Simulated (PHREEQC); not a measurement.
# Copper plating or etch bath

Solution (20 °C): 0.037 mol CuSO4 per kg of water. Closed to the air; pH follows from the charge balance.

Computed with PHREEQC (ion-association model, wateq4f.dat).

pH: 4.73
ionic strength: 0.0874 mol/kgw

```json
[
 {"species": "SO4-2", "molality": "0.0219", "activity": "0.00857", "log γ": "-0.406"},
 {"species": "Cu+2", "molality": "0.0218", "activity": "0.00914", "log γ": "-0.378"},
 {"species": "CuSO4", "molality": "0.0151", "activity": "0.0154", "log γ": "0.009"},
 {"species": "H+", "molality": "2.23e-5", "activity": "1.86e-5", "log γ": "-0.080"},
 {"species": "HSO4-", "molality": "1.77e-5", "activity": "1.39e-5", "log γ": "-0.104"},
 {"species": "Cu2(OH)2+2", "molality": "1.63e-5", "activity": "6.37e-6", "log γ": "-0.409"},
 {"species": "CuOH+", "molality": "6.29e-6", "activity": "4.91e-6", "log γ": "-0.108"},
 {"species": "Cu(OH)2", "molality": "5.41e-7", "activity": "5.52e-7", "log γ": "0.009"}
]
```

Precipitation was switched off in this run. Saturation is exceeded, for instance for Antlerite, Brochantite; the values hold only as long as no solid forms. Complexes and solids missing from the database can't appear.
